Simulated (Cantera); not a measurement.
What does this Cantera script print?

```python
import numpy as np
import cantera as ct

gas_names = """
    B BH BH2 BH3 BN B2 H H2 N NH NH2 NH3 N2 N2H2 N2H4
""".split()
cond_names = """
    B(b) B(L) BN(s)
""".split()


# ... load() reads the species with a 1 bar reference pressure and builds the phases ...
atoms = {
    'BN': {'B': 1, 'N': 1},
    'H2': {'H': 2},
}
top_T = {'BN(s)': 3200}  # K; cautious upper limits of use, not melting points


# ... equilibrate(T, P, feed) seeds the gas with the atoms and calls Mixture.equilibrate('TP', solver="vcs", rtol=1e-11, max_steps=5000) ...
results = []
feed = {'BN': 1, 'H2': 0.012}  # mol
P = 4200  # Pa
for T in [1400, 1550, 1700, 1850, 2000, 2150, 2300, 2450, 2600, 2750]:
    mix = equilibrate(T, P, feed)
    results.append((T, P, feed, dict(zip(mix.species_names, mix.species_moles))))

top = {s: max(r[3][s] / sum(r[3][g] for g in gas_names) for r in results) for s in gas_names}
cols = sorted((s for s in top if top[s] > 0.001), key=lambda s: -top[s])[:5]
seen = [c for c in cond_names if any(r[3].get(c, 0) > 1e-12 for r in results)]
print("log10 of partial pressures in bar; condensed amounts in mol")
print(f"{'T/K':>10s}" + "".join(f"{s[:9]:>10s}" for s in cols + seen))
for T, P, feed, n in results:
    ng = sum(n[g] for g in gas_names)
    print(f"{T:10.4g}" + "".join(f"{np.log10(max(n[s] / ng * P / 1e5, 1e-99)):10.3f}" for s in cols)
          + "".join(f"{n.get(c, 0):10.4g}" for c in seen))
```

Result:

```
log10 of partial pressures in bar; condensed amounts in mol
       T/K        H2        N2         H         B       BH2      B(b)      B(L)     BN(s)
      1400    -1.377    -7.886    -6.001   -13.911    -7.674         0         0         1
      1550    -1.377    -6.851    -5.190   -11.513    -6.590         0         0         1
      1700    -1.377    -5.988    -4.520    -9.549    -5.707         0         0         1
      1850    -1.378    -4.981    -3.958    -8.049    -5.113  3.71e-06         0         1
      2000    -1.382    -3.929    -3.480    -6.875    -4.711 6.198e-05         0    0.9999
      2150    -1.396    -3.025    -3.073    -5.868    -4.379 0.0005443         0    0.9994
      2300    -1.464    -2.240    -2.746    -4.994    -4.146   0.00388         0    0.9961
      2450    -2.242    -1.460    -2.818    -4.275    -4.707         0    0.1276    0.8722
      2600    -3.280    -1.394    -3.056    -3.662    -5.576         0    0.9971         0
      2750    -3.484    -1.402    -2.907    -3.118    -5.632         0    0.9898         0
```

Method: chemical equilibrium by Gibbs-energy minimisation in Cantera with the NASA 1993 tables (ideal gas, pure condensed phases). Mutual solubility and eutectic melting of coexisting phases are not modelled. The tables' values for BH2 are old estimates; treat these amounts as uncertain. Gases not in the tables: B2H6 and higher boranes.
